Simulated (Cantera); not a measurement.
A closed system holds: 1 mol FeS2, 0.067 mol SO3, 0.26 mol H2O, held at 1075 °C and 33000 Pa.

Method: chemical equilibrium by Gibbs-energy minimisation in Cantera with the NASA 1993 tables (ideal gas, pure condensed phases). FeS: taken at fixed stoichiometry. Kinetics and transport are ignored.

```csv
species,before,after
H2O,0.237,0.686
SO2,0.153,0.283
H2S,0.0577,0.0197
S2,0.524,0.0106
H2,0.0169,0.000512
SH,0.000779,5.17e-7
SO,0.00126,1.77e-6
S2O,0.00944,0.000829
"FeS(s), mol",1.00,0.0528
"FeS2(s), mol",0,0.947
```
Gas species are given as mole fractions.

**Question.** Which change was made?
A) temperature from 1075 °C to 1400 °C
B) H2O from 0.26 to 2.5 mol
C) temperature from 1075 °C to 600 °C
D) temperature from 1075 °C to 1277 °C

**Answer.** C, temperature from 1075 °C to 600 °C. Gases not in the tables: S3 to S7
